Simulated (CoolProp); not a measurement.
Vapour-liquid equilibrium of dimethyl ether (1) + R227EA (2) at 18.45 °C; x and y are mole fractions of (1).

Computed with CoolProp (multi-fluid Helmholtz-energy mixture model, Wu 2011 and Lemmon 2016; pair parameters Bell 2016).

### Question
Give the bubble pressure and the first vapour's composition at x = 0.35, 0.5, 0.8. Is there an azeotrope?

### Answer
x = 0.35: 309.9 kPa, y = 0.362; x = 0.5: 328.5 kPa, y = 0.594; x = 0.8: 418.0 kPa, y = 0.900. y crosses x between x = 0.2 and 0.35: the model has an azeotrope there.

The pair parameters rest on a limited set of measurements; away from them the model extrapolates.
